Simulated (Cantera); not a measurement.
## Diamond growth

A diamond (100) surface in a fixed gas of H2 with x(CH4) = 0.0054, x(CH3) = 4.6e-05, at 950 K, 180 Torr; coverages are run to steady state.

Detailed kinetics in Cantera: the Harris–Goodwin 1993 mechanism for the reconstructed diamond (100) surface.

```tsv
x(H)	growth (µm/h)	θ c6HH	θ c6H*	θ c6*H	θ c6**	θ c6HM
0.0001	2.64	0.509	0.0103	0.244	0.00303	0.180
0.00023	3.47	0.566	0.0120	0.284	0.00451	0.102
0.00055	4.05	0.605	0.0131	0.311	0.00562	0.0498
0.0013	4.35	0.626	0.0137	0.324	0.00623	0.0227
0.003	4.49	0.636	0.0141	0.331	0.00653	0.0101
0.0071	4.56	0.640	0.0144	0.333	0.00669	0.00435
0.017	4.61	0.642	0.0149	0.334	0.00680	0.00183
0.039	4.65	0.643	0.0160	0.334	0.00695	0.000805
0.091	4.75	0.643	0.0183	0.331	0.00725	0.000351
```
θ: site fractions in the mechanism's names (c6HH fully hydrogenated, c6H* and c6*H radical sites, c6** diradical, c6HM methylated).
